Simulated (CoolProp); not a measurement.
C2F6 (R116) along the isotherm 315.3 K: density (kg/m³) from the reference equation and from simpler models built on Tc = 293.0 K, pc = 30.48 bar, ω = 0.257; each cubic takes its own stable root.

Computed with CoolProp (reference Helmholtz-energy equation of state, Lemmon 2006). It is a short technical equation, of lower accuracy than the large ones.

```tsv
p (bar)	phase	reference	ideal gas	Redlich-Kwong	Peng-Robinson
21.8	gas	146.2	114.8	148.2	150.3
43.5	supercritical	494.9	229.0	525.8	494.5
65.3	supercritical	889.1	343.8	830.2	856.2
87.1	supercritical	1006	458.5	949.0	1007
109	supercritical	1074	573.8	1026	1103
131	supercritical	1123	689.7	1084	1173
152	supercritical	1160	800.2	1129	1227
174	supercritical	1193	916.0	1169	1274
196	supercritical	1220	1032	1202	1314
218	supercritical	1245	1148	1232	1349
239	supercritical	1266	1258	1258	1378
261	supercritical	1286	1374	1282	1406
283	supercritical	1304	1490	1303	1431
305	supercritical	1321	1606	1323	1454
```
